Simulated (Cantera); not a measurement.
Thermodynamics of boron, boron nitride and boron oxide, feed B₂H₆ + O₂ + H₂

A closed system holds: 1 mol B₂H₆, 0.18 mol O₂, 0.12 mol H₂, equilibrated at 10.0 mbar.

These are equilibrium values from Cantera (NASA tables, ideal gas, pure condensed phases), not measurements of a reactor. Candidate condensed phases: B, B₂O₃, B₃O₃H₃, H₂O; 23 gas species. The feed counts by its element totals alone. Mutual solubility and eutectic melting of coexisting phases are not modelled. The tables' values for BH₂ are old estimates; treat these amounts as uncertain. Equilibrium is a limit: real reactors are often held back by kinetics, nucleation or transport.

| T (K) | x H₂ | x H | x HBO | x BO | x B₂O₂ | x B₂O₃ | x B | x BH₂ | n B(s) | n B₂O₃(l) | n B(l) |
|---|---|---|---|---|---|---|---|---|---|---|---|
| 1298 | 0.996 | 1.07e-5 | 0.00280 | 1.09e-6 | 0.000111 | 1.76e-5 | <1e-12 | 8.75e-7 | 1.75 | 0.115 | 0 |
| 1398 | 0.987 | 4.70e-5 | 0.0108 | 1.57e-5 | 0.00119 | 0.000229 | 7.41e-12 | 3.14e-6 | 1.74 | 0.103 | 0 |
| 1498 | 0.953 | 0.000168 | 0.0342 | 0.000157 | 0.00918 | 0.00208 | 1.82e-10 | 9.23e-6 | 1.70 | 0.0530 | 0 |
| 1598 | 0.918 | 0.000510 | 0.0563 | 0.000712 | 0.0201 | 0.00319 | 2.99e-9 | 2.35e-5 | 1.65 | 0 | 0 |
| 1698 | 0.913 | 0.00138 | 0.0620 | 0.00188 | 0.0196 | 0.00159 | 3.53e-8 | 5.49e-5 | 1.65 | 0 | 0 |
| 1798 | 0.908 | 0.00335 | 0.0654 | 0.00431 | 0.0180 | 0.000781 | 3.15e-7 | 0.000116 | 1.64 | 0 | 0 |
| 1898 | 0.901 | 0.00742 | 0.0664 | 0.00878 | 0.0157 | 0.000379 | 2.22e-6 | 0.000227 | 1.64 | 0 | 0 |
| 1998 | 0.890 | 0.0151 | 0.0647 | 0.0160 | 0.0128 | 0.000177 | 1.29e-5 | 0.000412 | 1.64 | 0 | 0 |
| 2098 | 0.874 | 0.0288 | 0.0598 | 0.0261 | 0.00968 | 7.62e-5 | 6.30e-5 | 0.000699 | 1.64 | 0 | 0 |
| 2198 | 0.850 | 0.0513 | 0.0518 | 0.0381 | 0.00658 | 2.93e-5 | 0.000266 | 0.00112 | 1.63 | 0 | 0 |
| 2298 | 0.813 | 0.0864 | 0.0419 | 0.0500 | 0.00400 | 9.86e-6 | 0.000989 | 0.00168 | 1.63 | 0 | 0 |
| 2398 | 0.761 | 0.137 | 0.0318 | 0.0598 | 0.00220 | 3.10e-6 | 0.00312 | 0.00225 | 0 | 0 | 1.61 |
x: gas mole fraction; n: condensed amount in mol.

From 1298 K to 1498 K the condensed part is B(s) + B₂O₃(l). From 1598 K to 2298 K the condensed part is B(s). At 2398 K the condensed part is B(l). The main B-bearing gas is HBO at 1298 K and BO at 2398 K. The share of B in condensed phases is highest at 1298 K (99.2 %) and lowest at 2398 K (80.6 %).
